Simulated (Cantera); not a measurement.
An adiabatic, constant-volume homogeneous reactor starts with CO : H₂ : CH₄ : O₂ : N₂ = 1 : 0.093 : 0.36 : 1.15 : 6.3 (molar parts), at 1550 K and 1400000 Pa.

Detailed kinetics in Cantera: GRI-Mech 3.0 (53 species, 325 reactions). The pressure lies above the range GRI-Mech 3.0 was tuned for (to about 10 atm). Above 3000 K some thermodynamic fits are extrapolated.

One state of this run: T (K) = 3001; P (bar) = 26.5; x CO = 0.0588; x H₂ = 0.00655; x CH₄ = <1e-12; x HCO = 2.98e-7; x H = 0.00251; x CH₂ = <1e-12; x OH = 0.0102. x: mole fraction; the columns are a selection and need not sum to one.

Task: Which value of t (s) does it belong to?
A) 0.000132
B) 1.06e-5
C) 3.00e-6
D) 3.74e-5

Result: A, 0.000132
